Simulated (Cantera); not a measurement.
Feed: 1 mol HCl, 1.1 mol H2O, 4.3 mol O2, held at 11.0 bar.

Cantera equilibrium calculation (NASA polynomials, part measured and part estimated; ideal gas, pure solids and liquids). Candidate condensed phases: H2O; 14 gas species. Rates play no part. All values below are at 2575 K.

Base state: O2 0.645, H2O 0.179, HCl 0.115, Cl 0.0355, OH 0.0176, O 0.00502, ClO 0.00101, Cl2 0.000828 (mole fractions); condensed: gas only.

Problem. What changes in the equilibrium state with this change: pressure from 11.0 bar to 25.0 bar?

Solution. 
```json
[
 {"species": "O2", "before": "0.645", "after": "0.649"},
 {"species": "H2O", "before": "0.179", "after": "0.179"},
 {"species": "HCl", "before": "0.115", "after": "0.120"},
 {"species": "Cl", "before": "0.0355", "after": "0.0301"},
 {"species": "OH", "before": "0.0176", "after": "0.0144"},
 {"species": "H", "before": "0.000249", "after": "0.000134"},
 {"species": "Cl2", "before": "0.000828", "after": "0.00135"},
 {"species": "HOCl", "before": "0.000167", "after": "0.000262"},
 {"species": "H2", "before": "0.000568", "after": "0.000376"}
]
```
